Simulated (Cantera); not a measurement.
Adiabatic ignition

An adiabatic, constant-volume homogeneous reactor starts with CH4 : H2 : O2 : N2 = 1 : 0.023 : 1.83 : 6.89 (molar parts), equivalence ratio 1.1, at 1075 K and 5.00 bar.

Computed with Cantera and GRI-Mech 3.0 (53 species, 325 reactions).

```csv
t (s),T (K),P (bar),x CH4,x H2,x O2,x CH2O,x HCO,x C2H6
3.00e-6,1075,5.00,0.103,0.00236,0.188,2.91e-12,<1e-12,<1e-12
8.23e-6,1075,5.00,0.103,0.00236,0.188,2.22e-11,<1e-12,<1e-12
2.26e-5,1075,5.00,0.103,0.00236,0.188,1.70e-10,<1e-12,<1e-12
6.20e-5,1075,5.00,0.103,0.00236,0.188,1.31e-9,<1e-12,4.83e-12
0.000170,1075,5.00,0.103,0.00236,0.188,1.05e-8,<1e-12,1.10e-10
0.000468,1075,5.00,0.103,0.00236,0.188,9.73e-8,<1e-12,3.08e-9
0.00128,1075,5.00,0.103,0.00236,0.188,1.37e-6,<1e-12,1.55e-7
0.00352,1075,5.00,0.103,0.00235,0.188,2.11e-5,4.10e-12,5.64e-6
0.00967,1077,5.01,0.102,0.00234,0.188,0.000123,3.23e-11,3.97e-5
0.0265,1098,5.11,0.1000,0.00251,0.186,0.00109,1.36e-9,0.000403
0.0729,2929,14.2,<1e-12,0.0192,0.00701,4.87e-9,2.42e-7,<1e-12
0.200,2929,14.2,<1e-12,0.0192,0.00701,4.87e-9,2.42e-7,<1e-12
```
x: mole fraction; the columns are a selection and need not sum to one.

* **time of steepest temperature rise**: 31.5 ms
* **temperature at 0.200 s**: 2929 K
* **equilibrium temperature**: 2929 K
* **x(CH4) at 0.200 s**: <1e-12 (gas-phase equilibrium <1e-12)
* **x(H2) at 0.200 s**: 0.0192 (gas-phase equilibrium 0.0192)
* **x(O2) at 0.200 s**: 0.00701 (gas-phase equilibrium 0.00701)
